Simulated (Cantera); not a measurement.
An isothermal, constant-pressure homogeneous reactor starts with 62.5 % NH3, 37.5 % N2, at 1925 K and 90.0 Torr.

Model: the gas-phase N/H chemistry of the illustrative SiF4/NH3 mechanism in the Surface Chemkin manual (1991), integrated in Cantera. Walls and surfaces, which speed up NH3 decomposition in real reactors, are not modelled.

x: mole fraction; the columns are a selection and need not sum to one.

```json
[
 {"t (s)": "0.000300", "x NH3": "0.625", "x NH2": "0.000201", "x H": "2.62e-7", "x H2": "0.000106", "x N2H4": "___"},
 {"t (s)": "0.000668", "x NH3": "0.624", "x NH2": "0.000426", "x H": "4.07e-7", "x H2": "0.000278", "x N2H4": "___"},
 {"t (s)": "0.00149", "x NH3": "0.623", "x NH2": "0.000731", "x H": "9.73e-7", "x H2": "0.000961", "x N2H4": "___"},
 {"t (s)": "0.00331", "x NH3": "0.621", "x NH2": "0.000839", "x H": "2.24e-6", "x H2": "0.00323", "x N2H4": "7.37e-8"},
 {"t (s)": "0.00737", "x NH3": "0.615", "x NH2": "0.000823", "x H": "4.74e-6", "x H2": "0.00856", "x N2H4": "7.08e-8"},
 {"t (s)": "0.0164", "x NH3": "0.602", "x NH2": "0.000786", "x H": "1.00e-5", "x H2": "0.0202", "x N2H4": "___"},
 {"t (s)": "0.0366", "x NH3": "0.576", "x NH2": "0.000731", "x H": "2.09e-5", "x H2": "0.0451", "x N2H4": "___"},
 {"t (s)": "0.0814", "x NH3": "0.521", "x NH2": "0.000655", "x H": "4.30e-5", "x H2": "0.0954", "x N2H4": "___"},
 {"t (s)": "0.181", "x NH3": "0.423", "x NH2": "0.000552", "x H": "8.66e-5", "x H2": "0.186", "x N2H4": "___"},
 {"t (s)": "0.403", "x NH3": "0.278", "x NH2": "0.000411", "x H": "0.000168", "x H2": "0.320", "x N2H4": "___"},
 {"t (s)": "0.898", "x NH3": "0.126", "x NH2": "0.000240", "x H": "0.000309", "x H2": "0.460", "x N2H4": "___"},
 {"t (s)": "2.00", "x NH3": "0.0295", "x NH2": "8.91e-5", "x H": "0.000586", "x H2": "0.549", "x N2H4": "8.30e-10"}
]
```

Question: Some entries are withheld; supply them.

Answer: 
- 0.000300, x N2H4: 4.20e-9
- 0.000668, x N2H4: 1.89e-8
- 0.00149, x N2H4: 5.59e-8
- 0.0164, x N2H4: 6.47e-8
- 0.0366, x N2H4: 5.59e-8
- 0.0814, x N2H4: 4.49e-8
- 0.181, x N2H4: 3.19e-8
- 0.403, x N2H4: 1.77e-8
- 0.898, x N2H4: 6.00e-9
